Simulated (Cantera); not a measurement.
Charge: 1 mol CH2F2, 1.8 mol HCl, 7.7 mol H2, equilibrated at 0.133 bar.

Method: chemical equilibrium by Gibbs-energy minimisation in Cantera with the NASA 1993 tables (ideal gas, pure condensed phases). Candidate condensed phases: C, C6H6, C7H8, C8H18; 118 gas species. Kinetics and transport are ignored.

x: gas mole fraction; n: condensed amount in mol.

```json
[
 {"T (K)": "748", "x H2": "0.543", "x HF": "0.190", "x HCl": "0.171", "x CH4": "0.0952", "x H2F2": "6.29e-7", "x H": "<1e-12", "n C(graphite)": "0"},
 {"T (K)": "823", "x H2": "0.608", "x HF": "0.182", "x HCl": "0.164", "x CH4": "[?]", "x H2F2": "[?]", "x H": "[?]", "n C(graphite)": "[?]"},
 {"T (K)": "898", "x H2": "0.646", "x HF": "0.177", "x HCl": "0.159", "x CH4": "0.0178", "x H2F2": "2.45e-7", "x H": "2.41e-10", "n C(graphite)": "0.799"},
 {"T (K)": "973", "x H2": "0.660", "x HF": "0.175", "x HCl": "0.158", "x CH4": "0.00746", "x H2F2": "1.78e-7", "x H": "2.40e-9", "n C(graphite)": "0.915"},
 {"T (K)": "1048", "x H2": "0.665", "x HF": "0.175", "x HCl": "0.157", "x CH4": "0.00344", "x H2F2": "1.36e-7", "x H": "1.73e-8", "n C(graphite)": "0.961"},
 {"T (K)": "1123", "x H2": "0.667", "x HF": "0.174", "x HCl": "0.157", "x CH4": "[?]", "x H2F2": "[?]", "x H": "[?]", "n C(graphite)": "0.980"},
 {"T (K)": "1198", "x H2": "0.668", "x HF": "0.174", "x HCl": "0.157", "x CH4": "0.000955", "x H2F2": "9.01e-8", "x H": "4.26e-7", "n C(graphite)": "0.989"}
]
```

**Question.** What belongs in the gaps?

**Answer.** 
- 1123, x CH4: 0.00174
- 1123, x H2F2: 1.09e-7
- 1123, x H: 9.53e-8
- 823, x CH4: 0.0460
- 823, x H2F2: 3.71e-7
- 823, x H: 1.57e-11
- 823, n C(graphite): 0.494
